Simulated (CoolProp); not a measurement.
Carbon dioxide at 298.15 K and 3.25 MPa is throttled through a valve to 0.576 MPa with no heat exchange. Each further row changes one setting.

Computed with CoolProp (reference Helmholtz-energy equation of state, Span 1996).

```tsv
case	temperature change (K)	final density (kg/m³)
as stated	-34.4	(withheld)
outlet pressure 0.173 MPa	(withheld)	(withheld)
outlet pressure 0.749 MPa	(withheld)	(withheld)
```

### Question
What belongs in the gaps?

### Answer

- as stated, final density (kg/m³): 12.1
- outlet pressure 0.173 MPa, temperature change (K): -40.7
- outlet pressure 0.173 MPa, final density (kg/m³): 3.61
- outlet pressure 0.749 MPa, temperature change (K): -31.8
- outlet pressure 0.749 MPa, final density (kg/m³): 15.8
